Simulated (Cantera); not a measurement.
An adiabatic, constant-pressure homogeneous reactor starts with CH4 : H2 : O2 : N2 : CO2 = 1 : 0.047 : 2.25 : 6.52 : 1.5 (molar parts), at 975 K and 1.00 atm. Integrator tolerance rtol = 1e-08.

Model: GRI-Mech 3.0 (53 species, 325 reactions), integrated in Cantera. Below about 1000 K GRI-Mech 3.0 lacks low-temperature oxidation paths.

**Question.** What does this change do: CO2 1.5 to 3.5 parts?

**Answer.** 
| quantity | before | after |
|---|---|---|
| time of steepest temperature rise | 0.414 s | 0.498 s |
| temperature at 2.00 s | 2406 K | 2215 K |
| equilibrium temperature | 2406 K | 2215 K |
| x(CH4) at 2.00 s | <1e-12 (gas-phase equilibrium <1e-12) | <1e-12 (gas-phase equilibrium <1e-12) |
| x(H2) at 2.00 s | 0.00372 (gas-phase equilibrium 0.00372) | 0.00126 (gas-phase equilibrium 0.00126) |
| x(O2) at 2.00 s | 0.0284 (gas-phase equilibrium 0.0284) | 0.0220 (gas-phase equilibrium 0.0220) |
| x(H) at 2.00 s | 0.000999 (gas-phase equilibrium 0.000999) | 0.000219 (gas-phase equilibrium 0.000219) |
| x(CO2) at 2.00 s | 0.192 (gas-phase equilibrium 0.192) | 0.321 (gas-phase equilibrium 0.321) |
| x(HCN) at 2.00 s | 5.35e-11 (gas-phase equilibrium 5.35e-11) | 6.56e-12 (gas-phase equilibrium 6.56e-12) |

**Question.** What does this change do: constant volume in place of constant pressure?

**Answer.** 
```csv
quantity,before,after
time of steepest temperature rise,0.414 s,0.398 s
temperature at 2.00 s,2406 K,2600 K
equilibrium temperature,2406 K,2600 K
x(CH4) at 2.00 s,<1e-12 (gas-phase equilibrium <1e-12),<1e-12 (gas-phase equilibrium <1e-12)
x(H2) at 2.00 s,0.00372 (gas-phase equilibrium 0.00372),0.00525 (gas-phase equilibrium 0.00525)
x(O2) at 2.00 s,0.0284 (gas-phase equilibrium 0.0284),0.0322 (gas-phase equilibrium 0.0322)
x(H) at 2.00 s,0.000999 (gas-phase equilibrium 0.000999),0.00169 (gas-phase equilibrium 0.00169)
x(CO2) at 2.00 s,0.192 (gas-phase equilibrium 0.192),0.179 (gas-phase equilibrium 0.179)
x(HCN) at 2.00 s,5.35e-11 (gas-phase equilibrium 5.35e-11),3.67e-10 (gas-phase equilibrium 3.67e-10)
```
